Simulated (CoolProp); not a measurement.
c-C4F8 (RC318) at 388.07 K and 1.07 MPa is throttled through a valve to 0.606 MPa with no heat exchange. Each further row changes one setting.

Values from CoolProp's reference Helmholtz-energy equation of state, Platzer 1990. This equation is an older, rougher fit.

```
case                       temperature change (K)  final density (kg/m³)
-------------------------  ----------------------  ---------------------
as stated                              (withheld)                   41.3
outlet pressure 0.182 MPa              (withheld)                   11.8
outlet pressure 0.788 MPa                    -2.6             (withheld)
```

Problem. Complete the blanks.

Solution. 
- as stated, temperature change (K): -4.1
- outlet pressure 0.182 MPa, temperature change (K): -7.6
- outlet pressure 0.788 MPa, final density (kg/m³): 54.9
